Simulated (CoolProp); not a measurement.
Saturation properties of n-hexane.

Computed with CoolProp (reference Helmholtz-energy equation of state, Thol 2019).

```json
[
 {"T (°C)": "33.55", "p (MPa)": "0.02887", "vapour Z": "0.9800", "surface tension (mN/m)": "17.0", "liquid conductivity (mW/(m K))": "117"},
 {"T (°C)": "47.75", "p (MPa)": "0.04985", "vapour Z": "0.9704", "surface tension (mN/m)": "15.5", "liquid conductivity (mW/(m K))": "113"},
 {"T (°C)": "61.95", "p (MPa)": "0.08151", "vapour Z": "0.9581", "surface tension (mN/m)": "14.1", "liquid conductivity (mW/(m K))": "109"},
 {"T (°C)": "76.15", "p (MPa)": "0.1272", "vapour Z": "0.9428", "surface tension (mN/m)": "12.7", "liquid conductivity (mW/(m K))": "106"},
 {"T (°C)": "90.35", "p (MPa)": "0.1908", "vapour Z": "0.9243", "surface tension (mN/m)": "11.3", "liquid conductivity (mW/(m K))": "102"},
 {"T (°C)": "104.55", "p (MPa)": "0.2764", "vapour Z": "0.9023", "surface tension (mN/m)": "9.94", "liquid conductivity (mW/(m K))": "99.1"},
 {"T (°C)": "118.75", "p (MPa)": "0.3886", "vapour Z": "0.8765", "surface tension (mN/m)": "8.61", "liquid conductivity (mW/(m K))": "96.0"},
 {"T (°C)": "132.95", "p (MPa)": "0.5321", "vapour Z": "0.8467", "surface tension (mN/m)": "7.32", "liquid conductivity (mW/(m K))": "93.0"},
 {"T (°C)": "147.15", "p (MPa)": "0.7123", "vapour Z": "0.8123", "surface tension (mN/m)": "6.07", "liquid conductivity (mW/(m K))": "90.2"},
 {"T (°C)": "161.35", "p (MPa)": "0.9347", "vapour Z": "0.7726", "surface tension (mN/m)": "4.87", "liquid conductivity (mW/(m K))": "87.5"},
 {"T (°C)": "175.55", "p (MPa)": "1.205", "vapour Z": "0.7266", "surface tension (mN/m)": "3.71", "liquid conductivity (mW/(m K))": "84.9"},
 {"T (°C)": "189.75", "p (MPa)": "1.532", "vapour Z": "0.6724", "surface tension (mN/m)": "2.63", "liquid conductivity (mW/(m K))": "82.3"},
 {"T (°C)": "203.95", "p (MPa)": "1.921", "vapour Z": "0.6070", "surface tension (mN/m)": "1.62", "liquid conductivity (mW/(m K))": "79.9"}
]
```

It boils at 68.7 °C under 1 atm.

Thermal conductivity comes from a separate model (Assael 2013). Surface tension comes from a separate correlation (Mulero 2012).
